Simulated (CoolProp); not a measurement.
A single-stage vapour-compression cycle with R134a: evaporating at 208.15 K (dew point), condensing at 277.15 K (bubble point), superheat 0 K, subcooling 0 K, compressor efficiency 0.75, no pressure losses. Each further row changes one setting.

Values from CoolProp's reference Helmholtz-energy equation of state, Tillner-Roth 1994.

| case | cooling COP | pressure ratio | discharge temperature (K) | refrigerating effect (kJ/kg) | volumetric capacity (kJ/m³) |
|---|---|---|---|---|---|
| as stated | 1.68 | 29.7 | 330.3 | 153 | 103 |
| evaporating temperature 213.15 K | 1.90 | ___ | 323.9 | 156 | 144 |
| condensing temperature 272.15 K | ___ | 24.8 | 323.4 | 159 | 108 |
| subcooling 5 K | ___ | 29.7 | 330.3 | 159 | 108 |
| superheat 10 K | ___ | 29.7 | 342.1 | 160 | 103 |
| compressor efficiency 0.65 | 1.45 | 29.7 | ___ | 153 | 103 |

Q: Complete the blanks.

A: 
- evaporating temperature 213.15 K, pressure ratio: 21.2
- condensing temperature 272.15 K, cooling COP: 1.86
- subcooling 5 K, cooling COP: 1.75
- superheat 10 K, cooling COP: 1.67
- compressor efficiency 0.65, discharge temperature (K): 345.2
